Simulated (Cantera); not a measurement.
A closed system holds: 1 mol SiC, 0.46 mol O₂, 660 mol N₂, 0.075 mol H₂O, at 1200 K and 1.50e-5 bar.

These are equilibrium values from Cantera (NASA tables, ideal gas, pure condensed phases), not measurements of a reactor. Candidate condensed phases: C, C₆H₆, C₇H₈, C₈H₁₈, H₂O, Si, SiC, SiO₂, Si₂N₂O, Si₃N₄; 151 gas species. N₂ is the only nitrogen source here; it is nearly inert below about 1500 K, so the nitride shown seldom forms there in practice. Mutual solubility and eutectic melting of coexisting phases are not modelled. The numbers say what is thermodynamically allowed, not how fast it happens.

Base state: N₂ 0.999, CO 0.00100, H₂ 0.000113 (mole fractions); condensed: SiC(s) + Si₂N₂O(s).

Task: What changes in the equilibrium state with this change: pressure from 1.50e-5 bar to 0.0260 bar?

Result: 
```json
[
 {"species": "N₂", "before": "0.999", "after": "0.999"},
 {"species": "CO", "before": "0.00100", "after": "0.000750"},
 {"species": "H₂", "before": "0.000113", "after": "0.000113"},
 {"species": "SiC(s), mol", "before": "0.337", "after": "0"},
 {"species": "Si₂N₂O(s), mol", "before": "0.331", "after": "0.500"},
 {"species": "C(graphite), mol", "before": "0", "after": "0.504"}
]
```

Task: What changes in the equilibrium state with this change: H₂O from 0.075 to 0.86 mol?

Result: 
```tsv
species	before	after
N₂	0.999	0.997
CO	0.00100	0.00151
H₂	0.000113	0.00130
SiO	2.66e-6	0.000245
SiC(s), mol	0.337	0
Si₂N₂O(s), mol	0.331	0.353
SiO₂(β-quartz), mol	0	0.133
```
The tables hold silica as quartz up to 1696 K and as liquid above; real silica turns to tridymite and cristobalite and melts near 1996 K.

Task: What changes in the equilibrium state with this change: pressure from 1.50e-5 bar to 0.000190 bar?

Result: 
```json
[
 {"species": "N₂", "before": "0.999", "after": "0.999"},
 {"species": "CO", "before": "0.00100", "after": "0.000750"},
 {"species": "H₂", "before": "0.000113", "after": "0.000113"},
 {"species": "SiC(s), mol", "before": "0.337", "after": "0"},
 {"species": "Si₂N₂O(s), mol", "before": "0.331", "after": "0.500"},
 {"species": "C(graphite), mol", "before": "0", "after": "0.505"}
]
```
